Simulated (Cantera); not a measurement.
An isothermal, constant-pressure homogeneous reactor starts with C₂H₄ : H₂ = 1 : 2.7 (molar parts), at 1298 K and 20.0 Torr. Integrator tolerance rtol = 1e-08.

Detailed kinetics in Cantera: GRI-Mech 3.0 (53 species, 325 reactions). GRI-Mech 3.0 was tuned for natural gas; its chemistry of ethylene as a main component is partial and can be far from experiment. GRI-Mech 3.0 stops at C3 and has no aromatics, soot or wall deposition, so with more carbon than oxygen in the feed, carbon stays in small species such as C2H2 where larger ones or solid carbon would form. Radical loss at walls, strong at low pressure, is not modelled.

### Question
What does this change do: pressure from 20.0 Torr to 30.8 Torr?

### Answer
```json
[
 {"quantity": "x(C₂H₄) at 10.0 s", "before": "0.0133 (gas-phase equilibrium 0.0104)", "after": "0.0180 (gas-phase equilibrium 0.0145)"},
 {"quantity": "x(H₂) at 10.0 s", "before": "0.782 (gas-phase equilibrium 0.731)", "after": "0.778 (gas-phase equilibrium 0.708)"},
 {"quantity": "x(CH₃) at 10.0 s", "before": "9.95e-7 (gas-phase equilibrium 1.14e-5)", "after": "1.98e-6 (gas-phase equilibrium 1.32e-5)"},
 {"quantity": "x(CH₂) at 10.0 s", "before": "9.65e-12 (gas-phase equilibrium 5.36e-11)", "after": "1.83e-11 (gas-phase equilibrium 5.10e-11)"},
 {"quantity": "x(H) at 10.0 s", "before": "9.96e-6 (gas-phase equilibrium 5.65e-6)", "after": "1.01e-5 (gas-phase equilibrium 4.48e-6)"}
]
```
